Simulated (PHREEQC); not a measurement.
## Copper plating or etch bath (model solution)

Dissolve 0.018 mol/kgw CuSO4, 0.27 mol/kgw HCl and 0.28 mol/kgw KCl at 90 °C. Closed to the air; pH follows from the charge balance.

Computed with PHREEQC (ion-association model, phreeqc.dat).

Each row changes one thing in this solution. This is a speciation only: nothing precipitates in the calculation.

```json
[
 {"case": "as made", "pH": "0.73", "ionic strength (mol/kgw)": "0.556", "HSO4- (mol/kgw)": "0.0167", "CuCl+ (mol/kgw)": "0.0127", "Cu+2 (mol/kgw)": "0.00320", "CuCl2 (mol/kgw)": "0.00209", "SI of Sylvite (KCl)": "-2.43"},
 {"case": "HCl from 0.27 to 0.027 mol/kgw", "pH": "1.87", "ionic strength (mol/kgw)": "0.324", "HSO4- (mol/kgw)": "0.00921", "CuCl+ (mol/kgw)": "0.0118", "Cu+2 (mol/kgw)": "0.00458", "CuCl2 (mol/kgw)": "0.00129", "SI of Sylvite (KCl)": "?"},
 {"case": "diluted 2-fold with water", "pH": "1.01", "ionic strength (mol/kgw)": "0.280", "HSO4- (mol/kgw)": "0.00820", "CuCl+ (mol/kgw)": "0.00596", "Cu+2 (mol/kgw)": "0.00240", "CuCl2 (mol/kgw)": "0.000621", "SI of Sylvite (KCl)": "-2.96"},
 {"case": "CuSO4 from 0.018 to 0.0018 mol/kgw", "pH": "0.70", "ionic strength (mol/kgw)": "?", "HSO4- (mol/kgw)": "0.00168", "CuCl+ (mol/kgw)": "0.00127", "Cu+2 (mol/kgw)": "0.000311", "CuCl2 (mol/kgw)": "0.000217", "SI of Sylvite (KCl)": "-2.42"}
]
```

Q: Fill in the missing entries.

A: 
- HCl from 0.27 to 0.027 mol/kgw, SI of Sylvite (KCl): -2.64
- CuSO4 from 0.018 to 0.0018 mol/kgw, ionic strength (mol/kgw): 0.550

At this temperature some constants are extrapolated from 25 °C, and those without enthalpy data are left unchanged.
